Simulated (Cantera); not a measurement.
Charge: 1 mol Cu2O, 1.1 mol CH4, 20 mol H2, equilibrated at 1.33 mbar.

These are equilibrium values from Cantera (NASA tables, ideal gas, pure condensed phases), not measurements of a reactor. Candidate condensed phases: C, C6H6, C7H8, C8H18, Cu, CuO, Cu(OH)2, Cu2O, H2O; 113 gas species. Rates play no part.

Task: Which condensed phases are stable at each of these points (T (°C)): 650, 750, 850, 950, 1050, 1150, 1250, 1350, 1450, 1550, 1650, 1750?

Result: 
```csv
T (°C),condensed phases,Cu condensed (%)
650,C(graphite) + Cu(s),100.0
750,C(graphite) + Cu(s),100.0
850,C(graphite) + Cu(s),100.0
950,C(graphite) + Cu(s),100.0
1050,C(graphite) + Cu(s),99.8
1150,C(graphite) + Cu(l),98.2
1250,C(graphite) + Cu(l),89.4
1350,C(graphite) + Cu(l),49.5
1450,C(graphite),0.0
1550,C(graphite),0.0
1650,C(graphite),0.0
1750,C(graphite),0.0
```

From 650 °C to 1050 °C the condensed part is C(graphite) + Cu(s). From 1150 °C to 1350 °C the condensed part is C(graphite) + Cu(l). From 1450 °C to 1750 °C the condensed part is C(graphite).
